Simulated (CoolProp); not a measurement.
R245fa along the isobar 4.1 MPa: fugacity coefficient from the reference equation and from simpler models built on Tc = 427.0 K, pc = 3.651 MPa, ω = 0.378; each cubic takes its own stable root.

Values from CoolProp's reference Helmholtz-energy equation of state, Akasaka 2015.

```
T (K)          phase  reference
-----  -------------  ---------
271           liquid    0.01362
284           liquid    0.02368
297           liquid    0.03867
310           liquid    0.05981
323           liquid    0.08824
336           liquid     0.1249
349           liquid     0.1704
362           liquid     0.2249
375           liquid     0.2883
388           liquid     0.3598
401           liquid     0.4381
414           liquid     0.5210
427           liquid     0.6047
440    supercritical     0.6703
```

Question: How far does each simpler model (van der Waals, Redlich-Kwong, Soave-Redlich-Kwong, Peng-Robinson) lie from the reference over these 14 states: mean and median of the absolute difference, and the worst?

Answer: 
- van der Waals: mean 192.4 %, median 92.6 %, worst +807.5 % at 271 K and 4.1 MPa
- Redlich-Kwong: mean 55.0 %, median 37.7 %, worst +173.6 % at 271 K and 4.1 MPa
- Soave-Redlich-Kwong: mean 2.5 %, median 2.7 %, worst +3.4 % at 362 K and 4.1 MPa
- Peng-Robinson: mean 1.1 %, median 0.8 %, worst -3.7 % at 440 K and 4.1 MPa
